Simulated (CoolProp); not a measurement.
The fluid at 298.15 K and 4.08 MPa expands adiabatically to 2.37 MPa with isentropic efficiency 1. The same conditions are run with several fluids, on thermodynamics alone (safety and materials aside).

Values from CoolProp's reference Helmholtz-energy equation of state of each fluid (carbon dioxide: Span 1996; oxygen: Schmidt 1985; ethylene: Smukala 2000; fluorine: de Reuck 1990).

### Question
Rank carbon dioxide, oxygen, ethylene, fluorine by work (kJ/kg), highest first.

### Answer
oxygen (37.9), ethylene (33.0), fluorine (32.3), carbon dioxide (21.8)

```
fluid           final temperature (K)  final density (kg/m³)
--------------  ---------------------  ---------------------
carbon dioxide                  260.1                   62.5
oxygen                          254.5                   36.9
ethylene                        261.2                   40.8
fluorine                        256.7                   43.1
```
